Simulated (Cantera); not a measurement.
**n-butane + NH₃ + N₂ + CO₂ (carbon deposition, reforming and gasification)**

Charge: 1 mol n-butane, 0.41 mol NH₃, 0.51 mol N₂, 0.00042 mol CO₂, at 89.0 Pa.

Method: chemical equilibrium by Gibbs-energy minimisation in Cantera with the NASA 1993 tables (ideal gas, pure condensed phases). Candidate condensed phases: C, C₆H₆, C₇H₈, C₈H₁₈, H₂O; 136 gas species. The numbers say what is thermodynamically allowed, not how fast it happens.

| T (°C) | x H₂ | x H | x N₂ | x HCN | x C₂H₂ (acetylene) | n C(graphite) |
|---|---|---|---|---|---|---|
| 1652 | 0.857 | 0.0297 | 0.110 | 0.00332 | 0.000392 | 3.97 |
| 1702 | 0.844 | 0.0421 | 0.108 | 0.00404 | 0.000548 | 3.96 |
| 1752 | 0.828 | 0.0587 | 0.107 | 0.00484 | 0.000749 | 3.96 |
| 1802 | 0.807 | 0.0802 | 0.105 | 0.00571 | 0.00100 | 3.95 |
| 1852 | 0.781 | 0.108 | 0.103 | 0.00665 | 0.00131 | 3.93 |
| 1902 | 0.748 | 0.141 | 0.101 | 0.00762 | 0.00167 | 3.92 |
| 1952 | 0.708 | 0.183 | 0.0979 | 0.00860 | 0.00208 | 3.90 |
| 2002 | 0.661 | 0.231 | 0.0946 | 0.00953 | 0.00252 | 3.89 |
x: gas mole fraction; n: condensed amount in mol.

From 1652 °C to 2002 °C the condensed part is C(graphite). The main C-bearing gas is HCN throughout. The share of C in condensed phases is highest at 1652 °C (99.3 %) and lowest at 2002 °C (97.2 %).
